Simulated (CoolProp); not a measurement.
cis-2-butene along the isobar 0.194 MPa: density (kg/m³) from the reference equation and from simpler models built on Tc = 435.8 K, pc = 4.236 MPa, ω = 0.202; each cubic takes its own stable root.

Model: reference Helmholtz-energy equation of state, Lemmon 2005, in CoolProp. It is a short technical equation, of lower accuracy than the large ones.

```
T (K)   phase  reference
-----  ------  ---------
230.2  liquid      690.7
250.7  liquid      669.0
271.2  liquid      646.6
291.7  liquid      623.1
312.3     gas      4.417
332.8     gas      4.099
353.3     gas      3.831
373.8     gas      3.599
394.3     gas      3.396
414.8     gas      3.217
435.3     gas      3.057
455.8     gas      2.913
476.4     gas      2.781
```

### Question
How far does each simpler model (van der Waals, Redlich-Kwong, Soave-Redlich-Kwong, Peng-Robinson) lie from the reference over these 13 states: mean and median of the absolute difference, and the worst?

### Answer
- van der Waals: mean 26.4 %, median 1.0 %, worst -99.3 % at 291.7 K and 0.194 MPa
- Redlich-Kwong: mean 10.0 %, median 0.4 %, worst -99.2 % at 291.7 K and 0.194 MPa
- Soave-Redlich-Kwong: mean 2.5 %, median 0.2 %, worst -7.7 % at 230.2 K and 0.194 MPa
- Peng-Robinson: mean 1.5 %, median 0.2 %, worst +4.6 % at 271.2 K and 0.194 MPa

At some of these states van der Waals, Redlich-Kwong gives the other phase, because its saturation line lies elsewhere.
